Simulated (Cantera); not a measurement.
Feed: 1 mol B2H6, 2 mol O2, 4.9 mol H2, at 1.33 mbar.

These are equilibrium values from Cantera (NASA tables, ideal gas, pure condensed phases), not measurements of a reactor. Candidate condensed phases: B, B2O3, B3O3H3, H2O; 23 gas species. The feed counts by its element totals alone. Gases not in the tables: H3BO3. Kinetics and transport are ignored.

Problem. Which condensed phases are stable at each of these points (T (K)): 1248, 1298, 1348, 1398, 1448, 1498, 1548, 1598, 1648, 1698, 1748, 1798?

Solution. 
| T (K) | condensed phases | B condensed (%) |
|---|---|---|
| 1248 | B2O3(l) | 94.0 |
| 1298 | B2O3(l) | 88.9 |
| 1348 | B2O3(l) | 80.7 |
| 1398 | B2O3(l) | 68.4 |
| 1448 | B2O3(l) | 50.7 |
| 1498 | B2O3(l) | 25.3 |
| 1548 | gas only | 0.0 |
| 1598 | gas only | 0.0 |
| 1648 | gas only | 0.0 |
| 1698 | gas only | 0.0 |
| 1748 | gas only | 0.0 |
| 1798 | gas only | 0.0 |

From 1248 K to 1498 K the condensed part is B2O3(l). From 1548 K to 1798 K nothing is condensed.
